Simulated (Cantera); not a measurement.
An isothermal, constant-pressure homogeneous reactor starts with NH3 : H2 = 1 : 4 (molar parts), at 1525 K and 0.0296 atm. Integrator tolerance rtol = 1e-08.

Model: the gas-phase N/H chemistry of the illustrative SiF4/NH3 mechanism in the Surface Chemkin manual (1991), integrated in Cantera. Walls and surfaces, which speed up NH3 decomposition in real reactors, are not modelled.

```tsv
quantity	before	after
x(NH3) at 40.0 s	0.186 (gas-phase equilibrium 4.31e-7)	0.158 (gas-phase equilibrium 9.19e-6)
x(H2) at 40.0 s	0.808 (gas-phase equilibrium 0.917)	0.825 (gas-phase equilibrium 0.917)
x(N2H4) at 40.0 s	1.69e-9 (gas-phase equilibrium <1e-12)	5.33e-9 (gas-phase equilibrium <1e-12)
x(NH2) at 40.0 s	2.71e-5 (gas-phase equilibrium 1.39e-10)	1.04e-5 (gas-phase equilibrium 6.44e-10)
x(N2) at 40.0 s	0.00594 (gas-phase equilibrium 0.0833)	0.0176 (gas-phase equilibrium 0.0833)
```

**Question.** Name the change that produced these shifts.
A) pressure from 0.0296 atm to 0.0503 atm
B) pressure from 0.0296 atm to 0.0132 atm
C) temperature 1525 to 1550 K
D) pressure from 0.0296 atm to 0.632 atm

**Answer.** D, pressure from 0.0296 atm to 0.632 atm
